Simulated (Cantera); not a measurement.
An isothermal, constant-pressure homogeneous reactor starts with 8.84 % H₂, 91.2 % O₂, at 1073 K and 10.00 Torr.

Model: the H2/O2 subset of GRI-Mech 3.0, which has no nitrogen chemistry, integrated in Cantera. Radical loss at walls, strong at low pressure, is not modelled. The temperature is held fixed by assumption; the heat of reaction is taken as removed at once.

x: mole fraction; the columns are a selection and need not sum to one.

```
t (s)         x H₂   x O₂     x HO₂       x H      x OH       x O
--------  --------  -----  --------  --------  --------  --------
1.00e-6     0.0884  0.912  5.02e-12  4.99e-12    <1e-12    <1e-12
3.42e-6     0.0884  0.912  1.72e-11  1.69e-11    <1e-12    <1e-12
1.17e-5     0.0884  0.912  5.88e-11  5.53e-11  3.51e-12  3.69e-12
4.00e-5     0.0884  0.912  2.01e-10  1.72e-10  3.27e-11  3.85e-11
0.000137    0.0884  0.912  6.90e-10  5.87e-10  2.45e-10  3.72e-10
0.000468    0.0884  0.912         ?         ?         ?         ?
0.00160     0.0884  0.912         ?         ?         ?         ?
0.00548    0.00289  0.863   7.75e-6    0.0217   0.00375    0.0350
0.0187     0.00102  0.889   6.99e-6   0.00546   0.00223    0.0154
0.0641    0.000146  0.905   3.73e-6  0.000279  0.000818   0.00218
0.219      1.22e-5  0.907   8.95e-7   7.04e-6  0.000240  0.000189
0.750      1.27e-6  0.907   1.53e-7   2.62e-7   8.04e-5   2.10e-5
2.56       1.97e-7  0.907   2.95e-8   1.71e-8   3.24e-5   3.41e-6
8.77       4.00e-8  0.907   6.96e-9   1.65e-9   1.48e-5   7.17e-7
30.0       9.61e-9  0.907   2.33e-9  2.00e-10   7.33e-6   1.75e-7
```

**Question.** Some entries are withheld; supply them.

**Answer.** 
- 0.000468, x HO₂: 2.41e-9
- 0.000468, x H: 5.58e-9
- 0.000468, x OH: 3.16e-9
- 0.000468, x O: 5.97e-9
- 0.00160, x HO₂: 6.80e-8
- 0.00160, x H: 4.45e-6
- 0.00160, x OH: 2.60e-6
- 0.00160, x O: 5.04e-6
